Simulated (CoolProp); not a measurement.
Oxygen along the isotherm 268.8 K: fugacity coefficient from the reference equation and from simpler models built on Tc = 154.6 K, pc = 5046 kPa, ω = 0.022; each cubic takes its own stable root.

Model: reference Helmholtz-energy equation of state, Schmidt 1985, in CoolProp.

```
p (kPa)          phase  reference  van der Waals  Soave-Redlich-Kwong  Peng-Robinson
-------  -------------  ---------  -------------  -------------------  -------------
1940               gas     0.9805         0.9744               0.9817         0.9741
3880               gas     0.9619         0.9496               0.9646         0.9500
5820     supercritical     0.9443         0.9258               0.9486         0.9277
7760     supercritical     0.9276         0.9030               0.9338         0.9072
9700     supercritical     0.9120         0.8815               0.9202         0.8883
11600    supercritical     0.8978         0.8617               0.9081         0.8715
13600    supercritical     0.8841         0.8426               0.8967         0.8555
15500    supercritical     0.8722         0.8262               0.8870         0.8419
17500    supercritical     0.8610         0.8108               0.8782         0.8291
19400    supercritical     0.8516         0.7982               0.8709         0.8183
21400    supercritical     0.8429         0.7870               0.8644         0.8083
23300    supercritical     0.8358         0.7781               0.8593         0.8001
25200    supercritical     0.8298         0.7710               0.8552         0.7929
```
